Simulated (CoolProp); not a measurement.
Properties of nitrogen along the isotherm 205.3 K.

The numbers come from the reference Helmholtz-energy equation of state, Span 2000 in CoolProp.

```csv
p (kPa),phase,density (kg/m³),cv (kJ/(kg K)),isothermal compressibility (1/MPa),expansivity (1/kK)
53.7,gas,0.8822,0.7426,18.64,4.891
86.7,gas,1.425,0.7429,11.55,4.903
140,gas,2.304,0.7433,7.162,4.923
226,gas,3.725,0.7439,4.444,4.956
366,gas,6.049,0.7449,2.752,5.009
591,gas,9.811,0.7465,1.711,5.095
955,gas,15.96,0.7491,1.066,5.237
1540,gas,26.03,0.7532,0.6683,5.471
2490,gas,42.85,0.7599,0.4201,5.866
4030,supercritical,71.29,0.7706,0.2653,6.531
6500,supercritical,119.5,0.7866,0.1674,7.576
10500,supercritical,200.2,0.8072,0.09924,8.709
17000,supercritical,315.6,0.8250,0.04805,8.226
```
